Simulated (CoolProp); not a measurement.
A single-stage vapour-compression cycle with the fluid: evaporating at 201.15 K (dew point), condensing at 250.15 K (bubble point), superheat 5 K, subcooling 8 K, compressor efficiency 0.9, no pressure losses. The same conditions are run with several fluids, on thermodynamics alone (safety and materials aside).

Computed with CoolProp (reference Helmholtz-energy equation of state of each fluid (propane: Lemmon 2009; ethane: Bücker 2006; C3F8 (R218): Lemmon 2006; C2F6 (R116): Lemmon 2006; R125: Lemmon 2005; R22: Kamei 1995)).

```tsv
fluid	cooling COP	pressure ratio	discharge temperature (K)	refrigerating effect (kJ/kg)	volumetric capacity (kJ/m³)
propane	3.22	10.1	289.2	371	209
ethane	3.02	5.71	…	364	1550
C3F8 (R218)	3.03	…	…	…	133
C2F6 (R116)	2.87	…	258.1	75.4	890
R125	…	11.4	273.0	134	253
R22	3.14	12.1	320.0	211	193
```

Q: Complete the blanks.

A: 
- ethane, discharge temperature (K): 294.6
- C3F8 (R218), pressure ratio: 12.4
- C3F8 (R218), discharge temperature (K): 250.7
- C3F8 (R218), refrigerating effect (kJ/kg): 81.4
- C2F6 (R116), pressure ratio: 6.87
- R125, cooling COP: 3.15
